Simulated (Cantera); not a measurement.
A perfectly stirred reactor is fed with 72.5 % N₂O, 27.5 % N₂, at 0.710 bar; it is held at 1373 K, and followed from long to short residence time.

Computed with Cantera and GRI-Mech 3.0 (53 species, 325 reactions). GRI-Mech 3.0 was tuned for natural gas; its chemistry of N2O as a main component is partial and can be far from experiment. The mechanism lacks the step 2 NO + O2 → 2 NO2, which can matter for NO2 below about 1400 K. The temperature is held fixed by assumption; the heat of reaction is taken as removed at once.

Question: Predict: x(N₂O) at τ = 1.20 s; x(NO₂) at τ = 1.20 s; x(NO) at τ = 1.20 s; x(O₂) at τ = 1.20 s; x(N₂) at τ = 1.20 s; x(N₂O) at τ = 45.0 ms; x(NO₂) at τ = 45.0 ms; x(NO) at τ = 45.0 ms; x(O₂) at τ = 45.0 ms; x(N₂) at τ = 45.0 ms.

Answer: 
```json
{
 "x(N₂O) at τ = 1.20 s": "0.0736",
 "x(NO₂) at τ = 1.20 s": "0.000329",
 "x(NO) at τ = 1.20 s": "0.0560",
 "x(O₂) at τ = 1.20 s": "0.211",
 "x(N₂) at τ = 1.20 s": "0.659",
 "x(N₂O) at τ = 45.0 ms": "0.506",
 "x(NO₂) at τ = 45.0 ms": "0.000155",
 "x(NO) at τ = 45.0 ms": "0.0282",
 "x(O₂) at τ = 45.0 ms": "0.0662",
 "x(N₂) at τ = 45.0 ms": "0.400"
}
```
